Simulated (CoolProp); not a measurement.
Saturation properties of octamethylcyclotetrasiloxane (D4).

Computed with CoolProp (reference Helmholtz-energy equation of state, Thol 2015).

```csv
T (K),p (kPa),liquid density (kg/m³),liquid cp (kJ/(kg K))
375.5,9.622,860.3,1.821
380.7,11.83,854.0,1.833
386,14.50,847.5,1.845
391.3,17.64,840.9,1.857
396.6,21.31,834.3,1.869
401.9,25.57,827.7,1.881
407.2,30.50,821.0,1.894
412.5,36.16,814.2,1.906
417.8,42.63,807.3,1.919
423.1,49.99,800.4,1.932
428.4,58.32,793.4,1.945
433.7,67.71,786.3,1.958
439,78.25,779.1,1.971
444.2,89.80,771.9,1.984
```

It boils at 448.9 K under 1 atm.
